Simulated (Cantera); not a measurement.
A perfectly stirred reactor is fed with CH4 : O2 : N2 = 1 : 1.54 : 10.2 (molar parts), equivalence ratio 1.3, at 58000 Pa; it is adiabatic with a 675 K inlet, and is followed from long to short residence time, starting on the burning branch (τ in s: 0.12, 0.038, 0.013, 0.0043, 0.0014, 0.00047, 0.00016, 5.3e-05, 1.8e-05, 5.9e-06).

Model: GRI-Mech 3.0 (53 species, 325 reactions), integrated in Cantera.

Predict: blow-out, bracketed by the residence times tried; x(CH4) at τ = 0.120 s; x(O2) at τ = 0.120 s; x(C2H) at τ = 0.120 s; x(NO) at τ = 0.120 s; x(HO2) at τ = 0.120 s; x(CH4) at τ = 0.470 ms; x(O2) at τ = 0.470 ms.


* **blow-out, bracketed by the residence times tried**: burning at 1.40 ms, out at 0.470 ms
* **x(CH4) at τ = 0.120 s**: 6.75e-5
* **x(O2) at τ = 0.120 s**: 0.000153
* **x(C2H) at τ = 0.120 s**: 2.11e-9
* **x(NO) at τ = 0.120 s**: 0.000109
* **x(HO2) at τ = 0.120 s**: 2.99e-8
* **x(CH4) at τ = 0.470 ms**: 0.0785
* **x(O2) at τ = 0.470 ms**: 0.121
